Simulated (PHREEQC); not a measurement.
Consider water at 25 °C with 180 mmol/kgw CdSO4, 2.1 mmol/kgw H3BO3 and 96 mmol/kgw HCl. Closed to the air; pH follows from the charge balance.

The numbers come from PHREEQC with the ion-association model, phreeqc.dat.

Precipitation was switched off in this run.

Task: Order these Cl species by the share of Cl that they hold, largest first: CdCl2, CdCl+, CdCl3-, Cl-.

Result: CdCl+ (55 %), Cl- (38 %), CdCl2 (7.5 %), CdCl3- (0.26 %)

The pH is 1.45 and the ionic strength 0.335 mol/kgw.
